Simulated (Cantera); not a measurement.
What does this Cantera script print?

```python
import numpy as np
import cantera as ct

gas_names = """
    N2O NO2
""".split()
cond_names = """
    Cr2O3(s) Cr2O3(L) Cr2N(s)
""".split()


# ... load() reads the species with a 1 bar reference pressure and builds the phases ...
species = {s.name: s for s in load("nasa_gas.yaml", gas_names) + load("nasa_condensed.yaml", cond_names)}
# Each term lists the table entries of one substance; the one whose range holds T is used.
reactions = {
    '3 Cr2O3 + 5 N2O(g) = 7 NO2(g) + 3 Cr2N':
        [(-3, ['Cr2O3(s)', 'Cr2O3(L)']), (-5, ['N2O']), (7, ['NO2']), (3, ['Cr2N(s)'])],
}


def pick(names, T):
    return next(species[n] for n in names if species[n].thermo.min_temp <= T <= species[n].thermo.max_temp)


results = []
for label, terms in reactions.items():
    print(label)
    print("     T/K   dH/kJ  dS/(J/K)   dG/kJ   log10 K")
    for T in [398, 448, 498, 548, 598, 648, 698, 748]:
        used = [(nu, pick(names, T)) for nu, names in terms]
        dH = sum(nu * s.thermo.h(T) for nu, s in used) / 1e6
        dS = sum(nu * s.thermo.s(T) for nu, s in used) / 1e3
        dG = dH - T * dS / 1e3
        logK = -dG * 1e6 / (ct.gas_constant * T * np.log(10))
        results.append((label, T, dH, dS, dG, logK, [s.name for _, s in used]))
        print(f"{T:8g} {dH:8.1f} {dS:8.1f} {dG:8.1f} {logK:8.2f}")
```

Output:

```
3 Cr2O3 + 5 N2O(g) = 7 NO2(g) + 3 Cr2N
     T/K   dH/kJ  dS/(J/K)   dG/kJ   log10 K
     398   2852.7    514.9   2647.7  -347.49
     448   2850.1    508.8   2622.1  -305.72
     498   2847.9    504.2   2596.8  -272.37
     548   2845.9    500.4   2571.7  -245.13
     598   2844.1    497.1   2546.8  -222.45
     648   2842.3    494.2   2522.0  -203.29
     698   2840.5    491.6   2497.3  -186.88
     748   2838.9    489.4   2472.8  -172.68
```

Cantera with NASA thermochemical tables; ideal gases at 1 bar, condensed phases pure. Condensed species are held in their standard states even where they would react or evaporate.
